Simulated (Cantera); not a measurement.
A perfectly stirred reactor is fed with NH₃ : H₂ = 1 : 4.7 (molar parts), at 248 Torr; it is held at 2175 K, and followed from long to short residence time.

Detailed kinetics in Cantera: the gas-phase N/H chemistry of the illustrative SiF4/NH3 mechanism in the Surface Chemkin manual (1991). Walls and surfaces, which speed up NH3 decomposition in real reactors, are not modelled.

One state of this run: x NH₃ = 0.173; x H₂ = 0.824; x NH = 1.77e-5; x N₂H₂ = 8.11e-7; x H = 0.000952; x N = 1.25e-6; x NH₂ = 0.000614. x: mole fraction; the columns are a selection and need not sum to one.

**Question.** Which value of τ (s) does it belong to?
A) 0.00037
B) 0.061
C) 0.78
D) 0.0048

**Answer.** A, 0.00037
